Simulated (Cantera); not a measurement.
A closed system holds: 1 mol Si, 4.8 mol HBr, 0.46 mol N₂, equilibrated at 78.0 Pa.

These are equilibrium values from Cantera (NASA tables, ideal gas, pure condensed phases), not measurements of a reactor. Candidate condensed phases: Br₂, Si, Si₃N₄; 28 gas species. N₂ is the only nitrogen source here; it is nearly inert below about 1500 K, so the nitride shown seldom forms there in practice. The tables' values for SiBr₃ are old estimates; treat these amounts as uncertain. Kinetics and transport are ignored.

Question: At 802 °C, list the 4 most abundant gas species with their mole fractions, and the condensed phases.

Answer: HBr 0.657, H₂ 0.211, SiBr₄ 0.103, N₂ 0.0246. Condensed: Si₃N₄(s).
